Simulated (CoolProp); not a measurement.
Vapour-liquid equilibrium of carbon dioxide (1) + R142b (2) at 255.1 K; x and y are mole fractions of (1).

Values from CoolProp's multi-fluid Helmholtz-energy mixture model, Span 1996 and Lemmon 2006; pair parameters Bell 2016.

```json
[
 {"x": "0.05", "bubble pressure (MPa)": "0.1487", "y at the bubble point": "0.544", "dew pressure at overall composition x (MPa)": "0.07313", "liquid density (mol/L)": "12.41"},
 {"x": "0.2", "bubble pressure (MPa)": "0.4278", "y at the bubble point": "0.857", "dew pressure at overall composition x (MPa)": "0.08655", "liquid density (mol/L)": "13.52"},
 {"x": "0.35", "bubble pressure (MPa)": "0.7363", "y at the bubble point": "0.927", "dew pressure at overall composition x (MPa)": "0.1059", "liquid density (mol/L)": "14.79"},
 {"x": "0.5", "bubble pressure (MPa)": "1.043", "y at the bubble point": "0.956", "dew pressure at overall composition x (MPa)": "0.1361", "liquid density (mol/L)": "16.25"},
 {"x": "0.65", "bubble pressure (MPa)": "1.339", "y at the bubble point": "0.972", "dew pressure at overall composition x (MPa)": "0.1906", "liquid density (mol/L)": "17.95"},
 {"x": "0.8", "bubble pressure (MPa)": "1.636", "y at the bubble point": "0.985", "dew pressure at overall composition x (MPa)": "0.3183", "liquid density (mol/L)": "19.95"},
 {"x": "0.95", "bubble pressure (MPa)": "1.967", "y at the bubble point": "0.996", "dew pressure at overall composition x (MPa)": "0.9644", "liquid density (mol/L)": "22.33"}
]
```

No azeotrope shows between x = 0.05 and 0.95.

Pair parameters are fitted to limited data, so mixtures are less certain than the pure fluids.
